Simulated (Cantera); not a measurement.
What does this Cantera script print?

```python
import numpy as np
import cantera as ct

gas_names = """
    H HO2 H2 H2O H2O2 O OH O2 O3 Ti TiO TiO2
""".split()
cond_names = """
    H2O(s) H2O(L) Ti(a) Ti(b) Ti(L) TiO(a) TiO(b) TiO(L) TiO2(ru) TiO2(L) Ti2O3(a) Ti2O3(b) Ti2O3(L)
    Ti3O5(a) Ti3O5(b) Ti3O5(L) Ti4O7(s) Ti4O7(L)
""".split()


# ... load() reads the species with a 1 bar reference pressure and builds the phases ...
atoms = {
    'TiO2': {'Ti': 1, 'O': 2},
    'H2': {'H': 2},
    'H2O': {'H': 2, 'O': 1},
}
top_T = {}  # K; cautious upper limits of use, not melting points


# ... equilibrate(T, P, feed) seeds the gas with the atoms and calls Mixture.equilibrate('TP', solver="vcs", rtol=1e-11, max_steps=5000) ...
results = []
feed = {'TiO2': 1, 'H2': 580, 'H2O': 0.21}  # mol
T = 1323  # K
P = 21000  # Pa
mix = equilibrate(T, P, feed)
results.append((T, P, feed, dict(zip(mix.species_names, mix.species_moles))))
print(gas.report(threshold=1e-05))
for i in range(1, mix.n_phases):
    print(f"{mix.phase(i).name:16s} {mix.phase_moles(i):12.5e} mol")
```

It prints:

```
       temperature   1323 K
          pressure   21000 Pa
           density   0.0038729 kg/m^3
  mean mol. weight   2.0287 kg/kmol
   phase of matter   gas

                          1 kg             1 kmol
                     ---------------   ---------------
          enthalpy        1.5028e+07        3.0487e+07  J
   internal energy        9.6055e+06        1.9487e+07  J
           entropy             92653        1.8796e+05  J/K
    Gibbs function       -1.0755e+08       -2.1819e+08  J
 heat capacity c_p             15595             31637  J/K
 heat capacity c_v             11497             23323  J/K

                      mass frac. Y      mole frac. X     chem. pot. / RT
                     ---------------   ---------------   ---------------
                H2           0.99296            0.9992           -19.806
               H2O         0.0070403        0.00079281           -56.496
     [  +10 minor]        1.7191e-06        3.4593e-06

Ti(b)             0.00000e+00 mol
TiO(b)            0.00000e+00 mol
TiO2(ru)          0.00000e+00 mol
Ti2O3(b)          0.00000e+00 mol
Ti3O5(b)          0.00000e+00 mol
Ti4O7(s)          2.50000e-01 mol
```

These are equilibrium values from Cantera (NASA tables, ideal gas, pure condensed phases), not measurements of a reactor. Condensed phases not in the tables: Magnéli phases beyond Ti4O7.
